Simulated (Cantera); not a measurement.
# Ignition delay

Mixture: 9.12 % CO, 1.64 % H2, 4.19 % CH4, 17.9 % O2, 67.2 % N2, at 2.40 bar, adiabatic and at constant pressure. Ignition delay is the time to a rise of 400 K.

Computed with Cantera and GRI-Mech 3.0 (53 species, 325 reactions). Below about 1000 K GRI-Mech 3.0 lacks low-temperature oxidation paths.

| T0 (K) | delay (ms) |
|---|---|
| 950 | 30.3 |
| 1050 | 4.39 |
| 1150 | 1.58 |
| 1250 | 0.681 |
| 1350 | 0.313 |
| 1450 | 0.156 |
| 1550 | 0.0849 |
| 1650 | 0.0498 |

apparent activation energy between 1450 and 1650 K: 110 kJ/mol
